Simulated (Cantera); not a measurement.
# Gas activation for diamond growth

An isothermal, constant-pressure homogeneous reactor starts with 4.49 % CH4, 95.5 % H2, at 2750 K and 0.0132 atm.

Cantera simulation using GRI-Mech 3.0 (53 species, 325 reactions); the numbers are that mechanism's predictions, not measurements. GRI-Mech 3.0 stops at C3 and has no aromatics, soot or wall deposition, so with more carbon than oxygen in the feed, carbon stays in small species such as C2H2 where larger ones or solid carbon would form. Radical loss at walls, strong at low pressure, is not modelled.

```json
[
 {"t (s)": "8.00e-5", "x CH4": "0.0374", "x H2": "0.946", "x C2H4": "6.08e-5", "x C2H6": "2.20e-6", "x H": "0.00991", "x CH2": "8.43e-5"},
 {"t (s)": "0.000180", "x CH4": "0.0301", "x H2": "0.936", "x C2H4": "0.000268", "x C2H6": "4.45e-6", "x H": "0.0209", "x CH2": "0.000271"},
 {"t (s)": "0.000404", "x CH4": "0.0182", "x H2": "0.927", "x C2H4": "0.000319", "x C2H6": "3.18e-6", "x H": "0.0362", "x CH2": "0.000470"},
 {"t (s)": "0.000909", "x CH4": "0.00641", "x H2": "0.924", "x C2H4": "8.55e-5", "x C2H6": "5.33e-7", "x H": "0.0486", "x CH2": "0.000369"},
 {"t (s)": "0.00204", "x CH4": "0.00144", "x H2": "0.918", "x C2H4": "1.04e-5", "x C2H6": "3.27e-8", "x H": "0.0600", "x CH2": "0.000161"},
 {"t (s)": "0.00460", "x CH4": "0.000306", "x H2": "0.906", "x C2H4": "2.79e-6", "x C2H6": "1.76e-9", "x H": "0.0727", "x CH2": "5.68e-5"},
 {"t (s)": "0.0103", "x CH4": "6.99e-5", "x H2": "0.889", "x C2H4": "1.64e-6", "x C2H6": "1.09e-10", "x H": "0.0906", "x CH2": "2.15e-5"},
 {"t (s)": "0.0232", "x CH4": "1.93e-5", "x H2": "0.858", "x C2H4": "9.49e-7", "x C2H6": "1.05e-11", "x H": "0.122", "x CH2": "1.16e-5"},
 {"t (s)": "0.0522", "x CH4": "6.85e-6", "x H2": "0.801", "x C2H4": "4.36e-7", "x C2H6": "1.74e-12", "x H": "0.179", "x CH2": "1.01e-5"},
 {"t (s)": "0.117", "x CH4": "2.22e-6", "x H2": "0.712", "x C2H4": "1.65e-7", "x C2H6": "<1e-12", "x H": "0.269", "x CH2": "9.28e-6"},
 {"t (s)": "0.264", "x CH4": "7.82e-7", "x H2": "0.612", "x C2H4": "6.45e-8", "x C2H6": "<1e-12", "x H": "0.371", "x CH2": "8.39e-6"},
 {"t (s)": "0.594", "x CH4": "4.45e-7", "x H2": "0.553", "x C2H4": "3.86e-8", "x C2H6": "<1e-12", "x H": "0.430", "x CH2": "7.86e-6"},
 {"t (s)": "1.33", "x CH4": "4.07e-7", "x H2": "0.543", "x C2H4": "3.56e-8", "x C2H6": "<1e-12", "x H": "0.440", "x CH2": "7.77e-6"},
 {"t (s)": "3.00", "x CH4": "4.06e-7", "x H2": "0.543", "x C2H4": "3.56e-8", "x C2H6": "<1e-12", "x H": "0.440", "x CH2": "7.77e-6"}
]
```
x: mole fraction; the columns are a selection and need not sum to one.

Equilibrium at this temperature and pressure: CH4 4.08e-7, H2 0.543, C2H4 3.56e-8, C2H6 <1e-12, H 0.440, CH2 7.80e-6 (gas phase only).
